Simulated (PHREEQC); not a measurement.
Make-up at 25 °C: 0.0068 mol FeSO4, 0.001 mol CaCl2, 0.006 mol H2SO4 and 0.032 mol NaCl per kg of water. Closed to the air; pH follows from the charge balance.

Computed with PHREEQC (ion-association model, wateq4f.dat).

Precipitation was switched off in this run.

Problem. Estimate the pH, ionic strength.

Solution. pH 2.12; ionic strength 0.0664 mol/kgw.

Problem. In which forms is S present?

Solution. SO4-2 60 %, HSO4- 23 %, FeSO4 11 %, NaSO4- 4.0 %, CaSO4 1.7 %, FeHSO4+ 0.7 % of the S.
